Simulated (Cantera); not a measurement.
Input: 1 mol Al₂O₃, 0.33 mol H₂O, at 0.130 bar.

Equilibrium computed with Cantera from the NASA thermochemical tables; the gas is ideal and each condensed phase is pure. Candidate condensed phases: Al, Al₂O₃, H₂O; 19 gas species. Gases not in the tables: Al(OH)₃. Equilibrium is a limit: real reactors are often held back by kinetics, nucleation or transport.

Task: At 2223 K, list the 7 most abundant gas species with their mole fractions, and the condensed phases.

Result: H₂O 0.939, H₂ 0.0309, OH 0.0137, O₂ 0.0123, H 0.00312, O 0.000962, AlO₂H 1.36e-5. Condensed: Al₂O₃(s).
